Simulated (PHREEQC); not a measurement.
**Acid mine or pickling water: speciation**

Synthetic water in mmol/kgw, 20 °C, pH 2.75, pe 12.3:

```tsv
constituent	mmol/kgw
Na	0.826
K	0.0725
Ca	5.84
Mg	0.257
Cl	4.3
S(6)	6.32
Cu(2)	0.207
Pb	0.00215
Fe(3)	0.265
```

Valence states are taken as typed.

Equilibrium calculation in PHREEQC: ion-association model, phreeqc.dat.

Precipitation was switched off in this run.

Q: What ionic strength, charge-balance error, specific conductance does the model give?

A: ionic strength 0.0230 mol/kgw; charge-balance error -0.8 %; specific conductance 1830 µS/cm.

Q: In which forms is Cu present?

A: Cu+2 78 %, CuSO4 22 % of the Cu.

Examples of supersaturated solids here: Jarosite-K, Hematite (slow to form). Others may be too.
